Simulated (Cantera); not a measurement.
What does this Cantera script print?

```python
import numpy as np
import cantera as ct

gas = ct.Solution("gri30.yaml")


def delay(T, t_max=10):
    gas.TPX = T, 4000000, {'CH4': 1, 'H2': 0.3, 'O2': 3.98, 'N2': 23.9, 'H2O': 2.2}
    reactor = ct.IdealGasConstPressureReactor(gas, clone=False)
    net = ct.ReactorNet([reactor])
    net.rtol, net.atol = 1e-8, 1e-16
    while net.time < t_max:
        t_old, T_old = net.time, reactor.T
        net.step()
        if reactor.T > T + 400:  # ignition: a rise of 400 K
            return t_old + (T + 400 - T_old) / (reactor.T - T_old) * (net.time - t_old)
    return np.nan


taus = []
for T in [950, 1000, 1050, 1100, 1150, 1200]:
    taus.append(delay(T))
    print(f"T0 = {T:6g} K   tau = {taus[-1]:.4e} s")
```

Result:

```
T0 =    950 K   tau = 3.5662e-02 s
T0 =   1000 K   tau = 1.2194e-02 s
T0 =   1050 K   tau = 4.7883e-03 s
T0 =   1100 K   tau = 2.1071e-03 s
T0 =   1150 K   tau = 1.0178e-03 s
T0 =   1200 K   tau = 5.3061e-04 s
```

Cantera simulation using GRI-Mech 3.0 (53 species, 325 reactions); the numbers are that mechanism's predictions, not measurements. The pressure lies above the range GRI-Mech 3.0 was tuned for (to about 10 atm). Below about 1000 K GRI-Mech 3.0 lacks low-temperature oxidation paths.
